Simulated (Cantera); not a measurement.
Feed: 1 mol Al(CH3)3, 0.21 mol O2, 250 mol H2, 11 mol N2O, equilibrated at 38.0 Pa.

Cantera equilibrium calculation (NASA polynomials, part measured and part estimated; ideal gas, pure solids and liquids). Candidate condensed phases: Al, AlN, Al2O3, C, C6H6, C7H8, C8H18, H2O; 148 gas species. The feed counts by its element totals alone. Rates play no part. All values below are at 1225 K.

Base state: H2 0.922, N2 0.0410, H2O 0.0256, CO 0.0110, CO2 0.000207, H 1.54e-5 (mole fractions); condensed: Al2O3(s).

**Question.** What changes in the equilibrium state with this change: O2 from 0.21 to 1.9 mol?

**Answer.** 
| species | before | after |
|---|---|---|
| H2 | 0.922 | 0.910 |
| N2 | 0.0410 | 0.0410 |
| H2O | 0.0256 | 0.0381 |
| CO2 | 0.000207 | 0.000309 |
| CO | 0.0110 | 0.0109 |
| H | 1.54e-5 | 1.52e-5 |
| Al2O3(s), mol | 0.500 | 0.500 |
